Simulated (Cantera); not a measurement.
A closed system holds: 1 mol Si, 0.03 mol CO2, 240 mol N2, held at 2223 K and 76.0 mbar.

These are equilibrium values from Cantera (NASA tables, ideal gas, pure condensed phases), not measurements of a reactor. Candidate condensed phases: C, Si, SiC, SiO2, Si2N2O, Si3N4; 34 gas species. The tables' values for SiN are old estimates; treat these amounts as uncertain. The numbers say what is thermodynamically allowed, not how fast it happens.

Problem. What is the equilibrium state?

Solution. 
```
Property                                   Result
--------------------------------------  ---------
x(N2)                                       0.996
x(Si)                                     0.00348
x(SiO)                                   0.000167
x(SiN)                                   0.000154
x(Si2N)                                   9.63e-5
x(CO)                                     8.23e-5
x(Si2C)                                   4.02e-5
x(Si2)                                    3.35e-5
x(Si3)                                    3.72e-6
gas amount                              240.9 mol
log10 activity of Si(l) (absent)            -0.24
log10 activity of C(graphite) (absent)      -1.44
```
